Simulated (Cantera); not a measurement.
Source: NASA polynomial tables (part measured, part estimated), evaluated in Cantera. Values are per mole of reaction as written; species without (g) are pure solids or liquids, kept so even where they would boil at 1 bar.

0.8 V + O2(g) → 0.4 V2O5

| T (K) | ΔH° (kJ) | ΔS° (J/K) | ΔG° (kJ) | log10 K | condensed phases |
|---|---|---|---|---|---|
| 300 | -620.2 | -176.0 | -567.4 | 98.80 | V(s), V2O5(s) |
| 1473 | -578.6 | -129.0 | -388.6 | 13.78 | V(s), V2O5(l) |
| 1523 | ? | ? | ? | ? | V(s), V2O5(l) |
| 1573 | -577.4 | -128.2 | -375.7 | 12.48 | V(s), V2O5(l) |
| 1623 | -576.9 | -127.9 | -369.3 | 11.89 | V(s), V2O5(l) |
| 1673 | -576.3 | -127.5 | -363.0 | 11.33 | V(s), V2O5(l) |
| 1723 | ? | ? | ? | ? | V(s), V2O5(l) |
| 1773 | -575.4 | -127.0 | -350.2 | 10.32 | V(s), V2O5(l) |
| 1823 | ? | ? | ? | ? | V(s), V2O5(l) |
| 1873 | ? | ? | ? | ? | V(s), V2O5(l) |
| 1923 | -574.2 | -126.4 | -331.2 | 9.00 | V(s), V2O5(l) |
| 1973 | -573.9 | -126.2 | -324.9 | 8.60 | V(s), V2O5(l) |

Task: Fill in the missing entries.

Result: 
- 1523, ΔH° (kJ): -578.0
- 1523, ΔS° (J/K): -128.6
- 1523, ΔG° (kJ): -382.2
- 1523, log10 K: 13.11
- 1723, ΔH° (kJ): -575.9
- 1723, ΔS° (J/K): -127.3
- 1723, ΔG° (kJ): -356.6
- 1723, log10 K: 10.81
- 1823, ΔH° (kJ): -575.0
- 1823, ΔS° (J/K): -126.8
- 1823, ΔG° (kJ): -343.9
- 1823, log10 K: 9.85
- 1873, ΔH° (kJ): -574.6
- 1873, ΔS° (J/K): -126.6
- 1873, ΔG° (kJ): -337.6
- 1873, log10 K: 9.41
